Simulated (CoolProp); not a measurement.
c-C4F8 (RC318) along the isotherm 500 K: fugacity coefficient from the reference equation and from simpler models built on Tc = 388.4 K, pc = 27.78 bar, ω = 0.355; each cubic takes its own stable root.

Computed with CoolProp (reference Helmholtz-energy equation of state, Platzer 1990). This equation is an older, rougher fit; its heat capacities, sound speeds and derivatives of the liquid may be far off and weren't checked against measurements.

| p (bar) | phase | reference | van der Waals | Soave-Redlich-Kwong | Peng-Robinson |
|---|---|---|---|---|---|
| 0.22 | gas | 0.9990 | 0.9988 | 0.9990 | 0.9988 |
| 0.322 | gas | 0.9985 | 0.9982 | 0.9986 | 0.9982 |
| 0.473 | gas | 0.9978 | 0.9973 | 0.9979 | 0.9974 |
| 0.694 | gas | 0.9968 | 0.9961 | 0.9969 | 0.9962 |
| 1.02 | gas | 0.9953 | 0.9942 | 0.9954 | 0.9944 |
| 1.5 | gas | 0.9930 | 0.9915 | 0.9933 | 0.9918 |
| 2.2 | gas | 0.9898 | 0.9876 | 0.9902 | 0.9879 |
| 3.22 | gas | 0.9851 | 0.9818 | 0.9856 | 0.9824 |
| 4.73 | gas | 0.9782 | 0.9733 | 0.9790 | 0.9743 |
| 6.94 | gas | 0.9681 | ? | 0.9694 | 0.9626 |
| 10.2 | gas | 0.9534 | ? | 0.9554 | ? |
| 15 | gas | ? | 0.9163 | 0.9352 | 0.9215 |
| 22 | gas | ? | ? | 0.9068 | 0.8877 |
| 32.2 | supercritical | 0.8596 | 0.8236 | 0.8677 | 0.8420 |
| 47.3 | supercritical | 0.8017 | ? | 0.8151 | 0.7817 |
| 69.4 | supercritical | 0.7290 | 0.6496 | ? | 0.7102 |

**Question.** What belongs in the gaps?

**Answer.** 
- 6.94, van der Waals: 0.9610
- 10.2, van der Waals: 0.9428
- 10.2, Peng-Robinson: 0.9457
- 15, reference: 0.9321
- 22, reference: 0.9019
- 22, van der Waals: 0.8782
- 47.3, van der Waals: 0.7459
- 69.4, Soave-Redlich-Kwong: 0.7512
